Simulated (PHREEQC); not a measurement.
Synthetic water in mg/L, 25 °C, pH 3.89, pe 12.3:

| constituent | mg/L |
|---|---|
| Na | 108 |
| K | 123 |
| Ca | 58.4 |
| Mg | 10.8 |
| Cl | 96.5 |
| S(6) as SO4 | 447 |
| Cu(2) | 2.8 |
| Zn | 0.147 |
| Al | 0.558 |
| Pb | 0.473 |
| B | 0.19 |
| Si as SiO2 | 1.86 |

Valence states are taken as typed.

The numbers come from PHREEQC with the ion-association model, wateq4f.dat.

Question: The ionic strength comes out as 0.0164 mol/kgw. What activity coefficients do Pb+2, NaSO4-, KSO4-, K+, Zn+2 get?

Answer: Pb+2 0.60, NaSO4- 0.89, KSO4- 0.89, K+ 0.88, Zn+2 0.62.

Precipitation was switched off in this run. Species that the database lacks are ignored.
